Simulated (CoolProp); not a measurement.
Saturation properties of R1132(E) (Tc = 75.7 °C, pc = 5.174 MPa, ω = 0.245).

Model: reference Helmholtz-energy equation of state, Akasaka 2024, in CoolProp.

```tsv
T (°C)	p (MPa)	liquid density (kg/m³)	vapour density (kg/m³)	enthalpy of vaporisation (kJ/kg)	liquid cp (kJ/(kg K))
-18.35	0.4409	1056	14.70	273.2	1.685
-10.35	0.5836	1033	19.29	264.0	1.707
-2.25	0.7607	1009	25.04	254.0	1.737
5.75	0.9722	984.1	32.02	243.5	1.775
13.85	1.228	957.1	40.68	232.1	1.825
21.85	1.526	928.4	51.18	219.8	1.889
29.85	1.875	897.2	64.10	206.2	1.975
37.95	2.285	862.3	80.40	190.9	2.095
45.95	2.753	823.4	100.8	173.6	2.270
54.05	3.295	777.7	128.0	153.1	2.560
62.05	3.909	722.2	165.5	127.9	3.145
70.15	4.621	642.1	228.5	91.37	5.324
```
